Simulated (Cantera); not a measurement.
A Cantera script and what it prints.

```python
import numpy as np
import cantera as ct

gas_names = [...]  # 95 gases of nasa_gas.yaml made of C, F, H
cond_names = """
    C(gr) C6H6(L) C7H8(L) C8H18(L),n-octa
""".split()


# ... load() reads the species with a 1 bar reference pressure and builds the phases ...
atoms = {
    'CHF3': {'C': 1, 'H': 1, 'F': 3},
    'CH4': {'C': 1, 'H': 4},
}
top_T = {'C(gr)': 4500}  # K; cautious upper limits of use, not melting points


# ... equilibrate(T, P, feed) seeds the gas with the atoms and calls Mixture.equilibrate('TP', solver="vcs", rtol=1e-11, max_steps=5000) ...
results = []
feed = {'CHF3': 1, 'CH4': 0.38}  # mol
T = 2275  # K
for P in [1, 5.2, 27, 140, 720, 3700, 19000, 100000]:
    mix = equilibrate(T, P, feed)
    results.append((T, P, feed, dict(zip(mix.species_names, mix.species_moles))))

top = {s: max(r[3][s] / sum(r[3][g] for g in gas_names) for r in results) for s in gas_names}
cols = sorted((s for s in top if top[s] > 0.001), key=lambda s: -top[s])[:5]
seen = [c for c in cond_names if any(r[3].get(c, 0) > 1e-12 for r in results)]
print("log10 of partial pressures in bar; condensed amounts in mol")
print(f"{'P/Pa':>10s}" + "".join(f"{s[:9]:>10s}" for s in cols + seen))
for T, P, feed, n in results:
    ng = sum(n[g] for g in gas_names)
    print(f"{P:10.4g}" + "".join(f"{np.log10(max(n[s] / ng * P / 1e5, 1e-99)):10.3f}" for s in cols)
          + "".join(f"{n.get(c, 0):10.4g}" for c in seen))
```

Result:

```
log10 of partial pressures in bar; condensed amounts in mol
      P/Pa        HF         F       CF2       CF4         H     C(gr)
         1    -5.110    -5.733    -8.662   -15.150    -6.478     1.358
       5.2    -4.367    -5.073    -7.342   -12.510    -6.395     1.368
        27    -3.644    -4.387    -5.970    -9.766    -6.358     1.361
       140    -2.923    -3.739    -4.674    -7.174    -6.286     1.329
       720    -2.201    -3.199    -3.593    -5.013    -6.104     1.269
      3700    -1.476    -2.803    -2.801    -3.429    -5.775     1.228
   1.9e+04    -0.753    -2.529    -2.253    -2.332    -5.326     1.229
     1e+05    -0.025    -2.310    -1.814    -1.455    -4.817     1.242
```

These are equilibrium values from Cantera (NASA tables, ideal gas, pure condensed phases), not measurements of a reactor. Gases not in the tables: C2F6 and larger saturated fluorocarbons.
